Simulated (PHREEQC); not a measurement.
Consider water at 78 °C with 0.045 mol Cu(NO3)2 and 0.00016 mol Na2SO4 per kg of water. Closed to the air; pH follows from the charge balance.

All values are PHREEQC results (ion-association model, phreeqc.dat), not measurements.

```csv
quantity,before,after
pH,3.79,3.80
NaSO4- (mol/kgw),4.58e-8,4.61e-6
```

Question: What was changed between the two runs?
A) Na2SO4 from 0.00016 to 3.2e-05 mol/kgw
B) Na2SO4 from 0.00016 to 0.0016 mol/kgw
C) Cu(NO3)2 left out
D) Cu(NO3)2 from 0.045 to 0.225 mol/kgw
E) Cu(NO3)2 from 0.045 to 0.0225 mol/kgw

Answer: B, Na2SO4 from 0.00016 to 0.0016 mol/kgw

No solid was allowed to form. Constants without temperature data keep their 25 °C values here.
